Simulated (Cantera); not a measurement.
Feed: 1 mol SiF₄, 1.3 mol N₂O, 62 mol H₂, at 22.0 mbar.

Method: chemical equilibrium by Gibbs-energy minimisation in Cantera with the NASA 1993 tables (ideal gas, pure condensed phases). Candidate condensed phases: H₂O, Si, SiO₂, Si₂N₂O, Si₃N₄; 58 gas species. The tables hold silica as quartz up to 1696 K and as liquid above; real silica turns to tridymite and cristobalite and melts near 1996 K. Equilibrium is a limit: real reactors are often held back by kinetics, nucleation or transport.

### Question
Which condensed phases are stable at each of these points (T (K)): 700, 775, 850, 925, 1000, 1075, 1150, 1225, 1300?

### Answer
```json
[
 {"T (K)": "700", "condensed phases": "SiO₂(α-quartz)", "Si condensed (%)": "26.2"},
 {"T (K)": "775", "condensed phases": "SiO₂(α-quartz)", "Si condensed (%)": "34.7"},
 {"T (K)": "850", "condensed phases": "SiO₂(β-quartz)", "Si condensed (%)": "42.1"},
 {"T (K)": "925", "condensed phases": "SiO₂(β-quartz)", "Si condensed (%)": "48.0"},
 {"T (K)": "1000", "condensed phases": "SiO₂(β-quartz)", "Si condensed (%)": "52.4"},
 {"T (K)": "1075", "condensed phases": "SiO₂(β-quartz)", "Si condensed (%)": "55.7"},
 {"T (K)": "1150", "condensed phases": "SiO₂(β-quartz)", "Si condensed (%)": "58.0"},
 {"T (K)": "1225", "condensed phases": "SiO₂(β-quartz)", "Si condensed (%)": "59.7"},
 {"T (K)": "1300", "condensed phases": "SiO₂(β-quartz)", "Si condensed (%)": "60.9"}
]
```

From 700 K to 775 K the condensed part is SiO₂(α-quartz). From 850 K to 1300 K the condensed part is SiO₂(β-quartz).
